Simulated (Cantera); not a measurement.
Mixture: CH₃OH : O₂ : N₂ = 1 : 1.36 : 5.13 (molar parts), at 10.0 bar, adiabatic and at constant volume. Ignition delay is the time to a rise of 400 K.

Detailed kinetics in Cantera: GRI-Mech 3.0 (53 species, 325 reactions). GRI-Mech 3.0 was tuned for natural gas; its chemistry of methanol as a main component is partial and can be far from experiment.

```json
[
 {"quantity": "delay at 1323 K", "before": "0.218 ms", "after": "0.334 ms"},
 {"quantity": "delay at 1423 K", "before": "62.2 µs", "after": "96.4 µs"},
 {"quantity": "delay at 1523 K", "before": "21.7 µs", "after": "34.1 µs"},
 {"quantity": "delay at 1623 K", "before": "8.98 µs", "after": "14.2 µs"},
 {"quantity": "apparent activation energy between 1573 and 1673 K", "before": "180 kJ/mol", "after": "180 kJ/mol"}
]
```

**Question.** Which change was made?
(A) pressure from 10.0 bar to 4.60 bar
(B) CH3OH 1 to 0.7 parts
(C) pressure from 10.0 bar to 5.70 bar
(D) N2 5.13 to 13 parts

**Answer.** C, pressure from 10.0 bar to 5.70 bar
